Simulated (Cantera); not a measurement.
## Ignition delay

Mixture: CH₄ : O₂ : N₂ = 1 : 2.47 : 10.6 (molar parts), at 26.0 bar, adiabatic and at constant volume. Ignition delay is the time to a rise of 400 K.

Cantera simulation using GRI-Mech 3.0 (53 species, 325 reactions); the numbers are that mechanism's predictions, not measurements. The pressure lies above the range GRI-Mech 3.0 was tuned for (to about 10 atm).

```csv
T0 (K),delay (ms)
1173,2.27
1273,0.698
1373,0.247
1473,0.0969
1573,0.0409
1673,0.0185
1773,0.00891
1873,0.00461
1973,0.00255
2073,0.00151
```

```
Item                                                    Result
--------------------------------------------------  ----------
apparent activation energy between 1873 and 2073 K  180 kJ/mol
```
